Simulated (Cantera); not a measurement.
# Hydrocarbon pyrolysis for carbon deposition

An isothermal, constant-pressure homogeneous reactor starts with 13.7 % C2H6, 86.3 % N2, at 1875 K and 10.00 Torr.

Model: GRI-Mech 3.0 (53 species, 325 reactions), integrated in Cantera. GRI-Mech 3.0 stops at C3 and has no aromatics, soot or wall deposition, so with more carbon than oxygen in the feed, carbon stays in small species such as C2H2 where larger ones or solid carbon would form. Radical loss at walls, strong at low pressure, is not modelled.

```tsv
t (s)	x C2H6	x C2H4	x H	x HCN	x C2H	x CH2
7.00e-6	0.132	7.84e-6	1.62e-5	1.85e-12	<1e-12	1.05e-6
4.04e-5	0.108	0.00186	0.000719	3.33e-8	7.08e-10	8.36e-5
0.000233	0.0122	0.0452	0.00440	7.02e-6	1.02e-5	0.000311
0.00135	4.70e-5	0.0107	0.00209	2.11e-5	1.29e-5	5.08e-5
0.00779	6.46e-6	0.000840	0.000970	2.44e-5	6.11e-6	1.07e-5
0.0450	1.45e-6	0.000162	0.000877	2.81e-5	5.37e-6	4.88e-6
0.260	7.96e-8	1.26e-5	0.00147	4.33e-5	8.80e-6	2.30e-6
1.50	3.31e-10	4.36e-6	0.00258	9.34e-5	1.54e-5	3.26e-7
8.66	7.27e-12	4.31e-6	0.00264	0.000130	1.57e-5	3.95e-8
50.0	5.94e-12	4.31e-6	0.00264	0.000203	1.57e-5	3.31e-8
```
x: mole fraction; the columns are a selection and need not sum to one.

Equilibrium at this temperature and pressure: C2H6 5.12e-12, C2H4 2.03e-6, H 0.00264, HCN 0.114, C2H 7.41e-6, CH2 3.65e-8 (gas phase only).
